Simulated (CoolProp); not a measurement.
n-perfluorobutane at several states: Z from the reference equation and from simpler models built on Tc = 113.2 °C, pc = 2322 kPa, ω = 0.372; each cubic takes its own stable root.

The numbers come from the reference Helmholtz-energy equation of state, Gao 2022 in CoolProp.

```json
[
 {"T (°C)": "-43.25", "p (kPa)": "316", "phase": "liquid", "reference": "0.02262"},
 {"T (°C)": "43.95", "p (kPa)": "92.9", "phase": "gas", "reference": "0.9744"},
 {"T (°C)": "-105.15", "p (kPa)": "53.3", "phase": "liquid", "reference": "0.004644"}
]
```

How far does each simpler model (van der Waals, Redlich-Kwong, Soave-Redlich-Kwong, Peng-Robinson) lie from the reference over these 3 states: mean and median of the absolute difference, and the worst?


- van der Waals: mean 43.8 %, median 63.2 %, worst +67.5 % at -105.15 °C and 53.3 kPa
- Redlich-Kwong: mean 7.8 %, median 10.8 %, worst +12.4 % at -105.15 °C and 53.3 kPa
- Soave-Redlich-Kwong: mean 5.2 %, median 5.9 %, worst +9.6 % at -105.15 °C and 53.3 kPa
- Peng-Robinson: mean 2.9 %, median 2.3 %, worst -6.1 % at -43.25 °C and 316 kPa
